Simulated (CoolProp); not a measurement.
Aqueous sodium chloride as a coolant, 5 % by mass, freezing at -3.1 °C, 1 atm.

Computed with CoolProp (Melinder's fits for secondary coolants).

| T (°C) | density (kg/m³) | viscosity (mPa s) | conductivity (W/(m K)) | cp (kJ/(kg K)) |
|---|---|---|---|---|
| 3.4 | (withheld) | 1.70 | 0.565 | 3.915 |
| 10 | 1036 | 1.40 | 0.576 | 3.920 |
| 16.7 | 1035 | 1.18 | 0.588 | (withheld) |
| 23.4 | 1033 | (withheld) | 0.599 | 3.931 |
| 30.1 | (withheld) | 0.867 | 0.610 | (withheld) |

Q: Fill in the missing entries.

A: 
- 3.4, density (kg/m³): 1038
- 16.7, cp (kJ/(kg K)): 3.925
- 23.4, viscosity (mPa s): 1.00
- 30.1, density (kg/m³): 1031
- 30.1, cp (kJ/(kg K)): 3.938
